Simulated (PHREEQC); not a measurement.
Solution (20 °C): 0.086 mol Pb(NO3)2 and 0.00024 mol KNO3 per kg of water. Closed to the air; pH follows from the charge balance.

Equilibrium calculation in PHREEQC: ion-association model, wateq4f.dat.

Task: The ionic strength comes out as 0.193 mol/kgw. What activity coefficients do NO3-, K+, H+, Pb2OH+3, PbOH+ get?

Result: NO3- 0.70, K+ 0.72, H+ 0.80, Pb2OH+3 0.075, PbOH+ 0.75.

No solid was allowed to form. Species that the database lacks are ignored.
